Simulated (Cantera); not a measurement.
Input: 1 mol TiC, 0.0059 mol C, 0.34 mol H2.

Equilibrium computed with Cantera from the NASA thermochemical tables; the gas is ideal and each condensed phase is pure. Candidate condensed phases: C, C6H6, C7H8, C8H18, Ti, TiC; 77 gas species. TiC: taken at fixed stoichiometry. Kinetics and transport are ignored.

What condenses at these points (T in K, P in Pa): (2425, 220000); (2325, 46000); (2425, 220000); (2625, 1); (1725, 1000000); (2625, 4.6)?


```
T (K)  P in Pa  condensed phases  Ti condensed (%)
-----  -------  ----------------  ----------------
2425    220000           C + TiC             100.0
2325     46000           C + TiC             100.0
2425    220000           C + TiC             100.0
2625         1          gas only               0.0
1725   1000000           C + TiC             100.0
2625       4.6               TiC              84.2
```
